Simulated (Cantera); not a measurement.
An adiabatic, constant-volume homogeneous reactor starts with CO : H2 : O2 : N2 : H2O = 1 : 0.72 : 0.358 : 1.35 : 0.47 (molar parts), equivalence ratio 2.4, at 1075 K and 73000 Pa. Integrator tolerance rtol = 1e-08.

Computed with Cantera and GRI-Mech 3.0 (53 species, 325 reactions).

Task: What does this change do: constant pressure in place of constant volume?

Result: 
```
quantity                                                              before                                    after
---------------------------------  -----------------------------------------  ---------------------------------------
time of steepest temperature rise                                   0.281 ms                                 0.289 ms
temperature at 2.00 s                                                 2566 K                                   2346 K
equilibrium temperature                                               2566 K                                   2346 K
x(CO) at 2.00 s                          0.195 (gas-phase equilibrium 0.195)      0.192 (gas-phase equilibrium 0.192)
x(H2) at 2.00 s                        0.0865 (gas-phase equilibrium 0.0865)    0.0901 (gas-phase equilibrium 0.0901)
x(O2) at 2.00 s                    0.000325 (gas-phase equilibrium 0.000325)  7.21e-5 (gas-phase equilibrium 7.21e-5)
x(OH) at 2.00 s                      0.00485 (gas-phase equilibrium 0.00485)  0.00199 (gas-phase equilibrium 0.00199)
x(H2O) at 2.00 s                         0.241 (gas-phase equilibrium 0.241)      0.242 (gas-phase equilibrium 0.242)
x(O) at 2.00 s                     0.000286 (gas-phase equilibrium 0.000286)  6.45e-5 (gas-phase equilibrium 6.45e-5)
```
